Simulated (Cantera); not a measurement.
# Moist CO burnout

A perfectly stirred reactor is fed with CO : O2 : H2O : N2 = 0.0051 : 0.0067 : 0.034 : 1 (molar parts), equivalence ratio 0.38, at 9.87 atm; it is held at 1500 K, and followed from long to short residence time.

Computed with Cantera and GRI-Mech 3.0 (53 species, 325 reactions).

| τ (s) | x CO | x O2 | x H2O | x H2 | x H | x HO2 |
|---|---|---|---|---|---|---|
| 11 | 1.54e-6 | 0.00398 | 0.0326 | 5.54e-7 | 6.72e-9 | 1.58e-8 |
| 2.3 | 5.21e-6 | 0.00398 | 0.0326 | 1.17e-6 | 1.89e-8 | 3.27e-8 |
| 0.49 | 1.64e-5 | 0.00398 | 0.0326 | 2.88e-6 | 6.80e-8 | 8.80e-8 |
| 0.10 | 5.17e-5 | 0.00400 | 0.0326 | 7.71e-6 | 2.77e-7 | 2.61e-7 |
| 0.022 | 0.000152 | 0.00405 | 0.0325 | 1.99e-5 | 1.08e-6 | 7.16e-7 |
| 0.0047 | 0.000437 | 0.00420 | 0.0325 | 5.02e-5 | 4.11e-6 | 1.81e-6 |
| 0.0010 | 0.00116 | 0.00457 | 0.0324 | 0.000110 | 1.35e-5 | 3.82e-6 |
| 0.00021 | 0.00258 | 0.00530 | 0.0323 | 0.000179 | 3.02e-5 | 6.31e-6 |
x: mole fraction; the columns are a selection and need not sum to one.
